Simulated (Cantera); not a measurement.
A perfectly stirred reactor is fed with CH₄ : C₂H₆ : O₂ : N₂ = 1 : 0.036 : 2.13 : 7.99 (molar parts), equivalence ratio 1.00, at 698 Torr; it is adiabatic with a 325 K inlet, and is followed from long to short residence time, starting on the burning branch (τ in s: 0.11, 0.046, 0.02, 0.0086, 0.0037, 0.0016, 0.00069, 0.0003, 0.00013, 5.6e-05, 2.4e-05, 1e-05).

Computed with Cantera and GRI-Mech 3.0 (53 species, 325 reactions).

One state of this run: T (K) = 1898; x CH₄ = 0.000340; x C₂H₆ = 3.09e-6; x O₂ = 0.0228; x C₂H₂ = 1.45e-6; x H₂ = 0.0149; x H₂O = 0.158; x C₂H = 9.67e-9. x: mole fraction; the columns are a selection and need not sum to one.

Question: Which value of τ (s) does it belong to?
A. 0.00030
B. 5.6e-5
C. 0.0016
D. 0.00013

Answer: A, 0.00030
